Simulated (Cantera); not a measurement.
Feed: 1 mol Al₂O₃, 3.4 mol H₂, equilibrated at 1975 K.

Method: chemical equilibrium by Gibbs-energy minimisation in Cantera with the NASA 1993 tables (ideal gas, pure condensed phases). Candidate condensed phases: Al, Al₂O₃, H₂O; 19 gas species. The tables' values for AlOH are old estimates; treat these amounts as uncertain. Equilibrium is a limit: real reactors are often held back by kinetics, nucleation or transport.

x: gas mole fraction; n: condensed amount in mol.

```csv
P (Pa),x H₂,x H,x H₂O,x Al,x Al₂O,x AlOH,n Al₂O₃(s)
10,0.868,0.128,0.00244,?,0.000111,7.09e-5,0.997
68,0.947,0.0511,0.00122,?,7.75e-5,4.19e-5,0.998
460,0.979,0.0200,0.000597,?,5.13e-5,2.38e-5,0.999
3200,0.992,0.00762,0.000289,?,3.24e-5,1.32e-5,1.000
22000,0.997,0.00291,0.000142,?,1.96e-5,7.18e-6,1.000
150000,0.999,0.00112,7.25e-5,?,1.11e-5,3.86e-6,1.000
1000000,1.000,0.000433,3.89e-5,?,5.81e-6,2.05e-6,1.000
```

Q: Some entries are withheld; supply them.

A: 
- 10, x Al: 0.00147
- 68, x Al: 0.000695
- 460, x Al: 0.000316
- 3200, x Al: 0.000138
- 22000, x Al: 5.84e-5
- 150000, x Al: 2.37e-5
- 1000000, x Al: 9.04e-6
